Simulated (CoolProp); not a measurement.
Model: reference Helmholtz-energy equation of state, Setzmann 1991, in CoolProp.

Give the vapour pressure (kPa), liquid density (kg/m³), vapour density (kg/m³), liquid cp (kJ/(kg K)) of saturated methane at 119.2, 137.5 K.


```csv
T (K),p (kPa),liquid density (kg/m³),vapour density (kg/m³),liquid cp (kJ/(kg K))
119.2,181,411,3.09,3.54
137.5,562,381,8.95,3.77
```
